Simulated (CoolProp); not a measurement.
Methane along the isobar 11700 kPa: fugacity coefficient from the reference equation and from simpler models built on Tc = 190.6 K, pc = 4599 kPa, ω = 0.011; each cubic takes its own stable root.

Values from CoolProp's reference Helmholtz-energy equation of state, Setzmann 1991.

```json
[
 {"T (K)": "189.8", "phase": "liquid", "reference": "0.3355"},
 {"T (K)": "199.1", "phase": "supercritical", "reference": "0.3986"},
 {"T (K)": "208.4", "phase": "supercritical", "reference": "0.4615"},
 {"T (K)": "217.7", "phase": "supercritical", "reference": "0.5216"},
 {"T (K)": "227", "phase": "supercritical", "reference": "0.5768"},
 {"T (K)": "236.3", "phase": "supercritical", "reference": "0.6258"},
 {"T (K)": "245.6", "phase": "supercritical", "reference": "0.6686"},
 {"T (K)": "254.9", "phase": "supercritical", "reference": "0.7059"},
 {"T (K)": "264.2", "phase": "supercritical", "reference": "0.7386"},
 {"T (K)": "273.5", "phase": "supercritical", "reference": "0.7673"},
 {"T (K)": "282.8", "phase": "supercritical", "reference": "0.7927"},
 {"T (K)": "292.1", "phase": "supercritical", "reference": "0.8152"},
 {"T (K)": "301.4", "phase": "supercritical", "reference": "0.8353"},
 {"T (K)": "310.7", "phase": "supercritical", "reference": "0.8532"},
 {"T (K)": "320", "phase": "supercritical", "reference": "0.8694"}
]
```

Question: How far does each simpler model (Redlich-Kwong, Soave-Redlich-Kwong) lie from the reference over these 15 states: mean and median of the absolute difference, and the worst?

Answer: 
- Redlich-Kwong: mean 0.8 %, median 0.5 %, worst +2.7 % at 189.8 K and 11700 kPa
- Soave-Redlich-Kwong: mean 1.4 %, median 1.2 %, worst +2.7 % at 189.8 K and 11700 kPa
